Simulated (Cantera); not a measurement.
An isothermal, constant-pressure homogeneous reactor starts with 67.3 % CH4, 32.7 % H2O, at 1550 K and 0.132 atm.

Cantera simulation using GRI-Mech 3.0 (53 species, 325 reactions); the numbers are that mechanism's predictions, not measurements. GRI-Mech 3.0 stops at C3 and has no aromatics, soot or wall deposition, so with more carbon than oxygen in the feed, carbon stays in small species such as C2H2 where larger ones or solid carbon would form.

x: mole fraction; the columns are a selection and need not sum to one.

| t (s) | x CH4 | x H2O | x CH2O | x C2H6 | x CH3 |
|---|---|---|---|---|---|
| 4.00e-6 | 0.673 | 0.327 | <1e-12 | 5.63e-12 | 1.95e-6 |
| 3.27e-5 | 0.673 | 0.327 | 7.95e-12 | 3.63e-9 | 1.69e-5 |
| 0.000267 | 0.673 | 0.327 | (withheld) | 1.85e-6 | 0.000135 |
| 0.00219 | 0.672 | 0.326 | (withheld) | 0.000259 | 0.000602 |
| 0.0179 | 0.638 | 0.322 | (withheld) | 0.00163 | 0.00119 |
| 0.146 | 0.426 | 0.279 | (withheld) | 0.000494 | 0.000692 |
| 1.20 | 0.126 | 0.207 | (withheld) | 4.44e-5 | 0.000230 |
| 9.78 | 0.0310 | 0.105 | (withheld) | 3.57e-6 | 6.61e-5 |
| 80.0 | 0.0139 | 0.00811 | (withheld) | 9.57e-7 | 2.84e-5 |

### Question
What belongs in the gaps?

### Answer

- 0.000267, x CH2O: 3.66e-9
- 0.00219, x CH2O: 6.97e-7
- 0.0179, x CH2O: 5.68e-6
- 0.146, x CH2O: 2.08e-6
- 1.20, x CH2O: 3.66e-7
- 9.78, x CH2O: 5.19e-8
- 80.0, x CH2O: 8.20e-9
